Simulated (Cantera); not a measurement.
Charge: 1 mol CaF₂, a varied amount of H₂O, 190 mol N₂, at 1725 °C and 1000 Pa.

Method: chemical equilibrium by Gibbs-energy minimisation in Cantera with the NASA 1993 tables (ideal gas, pure condensed phases). Candidate condensed phases: Ca, CaF₂, CaO, Ca(OH)₂, H₂O; 47 gas species. The numbers say what is thermodynamically allowed, not how fast it happens.

What share of the Ca ends up in condensed phases as a function of n(H₂O) (mol), at 0.26, 0.42, 0.66, 1.1, 1.7, 2.7, 4.3, 6.9, 11?


```tsv
n(H₂O) (mol)	Ca condensed (%)	as
0.26	19.2	CaO(s)
0.42	29.2	CaO(s)
0.66	41.3	CaO(s)
1.1	56.5	CaO(s)
1.7	68.7	CaO(s)
2.7	79.2	CaO(s)
4.3	86.6	CaO(s)
6.9	91.5	CaO(s)
11	94.6	CaO(s)
```
